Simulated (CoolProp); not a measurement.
A closed Brayton cycle with dry air: compressor inlet 327.15 K and 0.44 MPa, high pressure 0.912 MPa, turbine inlet 695 K, compressor efficiency 0.89, turbine efficiency 0.85, recuperator effectiveness 0 (on enthalpy, no pinch check). Each further row changes one setting.

The numbers come from the reference Helmholtz-energy equation of state, Lemmon 2000 in CoolProp. It is a pseudo-pure fit of the blend.

| case | thermal efficiency (%) | net work (kJ/kg) | compressor to turbine work | compressor exit (K) | turbine exit (K) |
|---|---|---|---|---|---|
| as stated | ___ | 26.9 | 0.76 | 411.9 | 589.2 |
| turbine inlet 645 K | 7.7 | 18.7 | 0.82 | 411.9 | 545.8 |
| compressor inlet 337.15 K | ___ | ___ | ___ | 424.4 | 589.2 |
| high pressure 0.775 MPa | 7.7 | 24.4 | ___ | ___ | 611.2 |
| recuperator effectiveness 0.5 | 13.2 | 26.9 | 0.76 | 411.9 | 589.2 |

Question: What belongs in the gaps?

Answer: 
- as stated, thermal efficiency (%): 9.1
- compressor inlet 337.15 K, thermal efficiency (%): 8.6
- compressor inlet 337.15 K, net work (kJ/kg): 24.3
- compressor inlet 337.15 K, compressor to turbine work: 0.78
- high pressure 0.775 MPa, compressor to turbine work: 0.73
- high pressure 0.775 MPa, compressor exit (K): 391.5
